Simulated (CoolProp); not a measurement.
Vapour-liquid equilibrium of benzene (1) + ethylbenzene (2) at 459.7 K; x and y are mole fractions of (1).

The numbers come from the multi-fluid Helmholtz-energy mixture model, Thol 2012 and Zhou 2012; pair parameters Bell 2016 in CoolProp.

Question: Give the bubble pressure and the first vapour's composition at x = 0.05, 0.2, 0.95. Is there an azeotrope?

Answer: x = 0.05: 0.3619 MPa, y = 0.123; x = 0.2: 0.4616 MPa, y = 0.405; x = 0.95: 1.101 MPa, y = 0.983. No azeotrope shows between x = 0.05 and 0.95.

Pair parameters are fitted to limited data, so mixtures are less certain than the pure fluids.
